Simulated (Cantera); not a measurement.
**Thermodynamics of silicon epitaxy and polysilicon growth, feed SiH2Cl2 + N2**

Feed: 1 mol SiH2Cl2, 82 mol N2, equilibrated at 1473.15 K and 10.0 mbar.

Method: chemical equilibrium by Gibbs-energy minimisation in Cantera with the NASA 1993 tables (ideal gas, pure condensed phases). Candidate condensed phases: NH4Cl, Si, Si3N4; 28 gas species. N2 is the only nitrogen source here; it is nearly inert below about 1500 K, so the nitride shown seldom forms there in practice. The tables' values for SiCl3 are old estimates; treat these amounts as uncertain. Rates play no part.

| Item | Value |
|---|---|
| x(N2) | 0.976 |
| x(HCl) | 0.0156 |
| x(H2) | 0.00418 |
| x(SiCl2) | 0.00365 |
| x(SiCl3) | 0.000261 |
| x(SiCl4) | 6.39e-5 |
| x(Cl) | 2.47e-5 |
| x(H) | 8.20e-6 |
| x(SiHCl3) | 1.61e-6 |
| n(Si3N4(s)) | 0.223 mol |
| gas amount | 83.54 mol |
| log10 activity of Si(s) (absent) | -1.70 |
